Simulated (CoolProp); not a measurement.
A single-stage vapour-compression cycle with CH3F (R41): evaporating at 248.15 K (dew point), condensing at 302.15 K (bubble point), superheat 5 K, subcooling 5 K, compressor efficiency 0.75, no pressure losses. Each further row changes one setting.

Computed with CoolProp (reference Helmholtz-energy equation of state, Lemmon 2006). It is a short technical equation, of lower accuracy than the large ones.

```csv
case,cooling COP,pressure ratio,discharge temperature (K),refrigerating effect (kJ/kg),volumetric capacity (kJ/m³)
as stated,2.35,4.33,374.0,277,5160
evaporating temperature 253.15 K,2.70,3.69,365.5,278,6090
condensing temperature 297.15 K,2.72,3.85,363.3,292,5440
subcooling 10 K,2.49,4.33,374.0,293,5470
superheat 15 K,2.31,4.33,388.7,293,5100
compressor efficiency 0.65,2.03,4.33,385.2,277,5160
```
